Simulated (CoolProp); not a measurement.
Saturation properties of diethyl ether.

Model: reference Helmholtz-energy equation of state, Thol 2014, in CoolProp.

| T (K) | p (MPa) | vapour density (kg/m³) | enthalpy of vaporisation (kJ/kg) | liquid cp (kJ/(kg K)) | surface tension (mN/m) |
|---|---|---|---|---|---|
| 308.1 | 0.1031 | 3.130 | 357.7 | 2.369 | 15.3 |
| 321.8 | 0.1635 | 4.836 | 345.4 | 2.421 | 13.7 |
| 335.4 | 0.2475 | 7.177 | 332.4 | 2.477 | 12.2 |
| 349 | 0.3610 | 10.33 | 318.5 | 2.538 | 10.6 |
| 362.6 | 0.5101 | 14.50 | 303.5 | 2.606 | 9.12 |
| 376.2 | 0.7011 | 19.95 | 287.2 | 2.683 | 7.66 |
| 389.8 | 0.9408 | 27.06 | 269.2 | 2.773 | 6.24 |
| 403.4 | 1.237 | 36.36 | 249.0 | 2.886 | 4.87 |
| 417 | 1.597 | 48.73 | 225.9 | 3.037 | 3.58 |
| 430.6 | 2.030 | 65.76 | 198.4 | 3.274 | 2.37 |
| 444.3 | 2.554 | 91.15 | 163.5 | 3.755 | 1.27 |

It boils at 307.6 K under 1 atm.

Surface tension comes from a separate correlation (Mulero 2014).
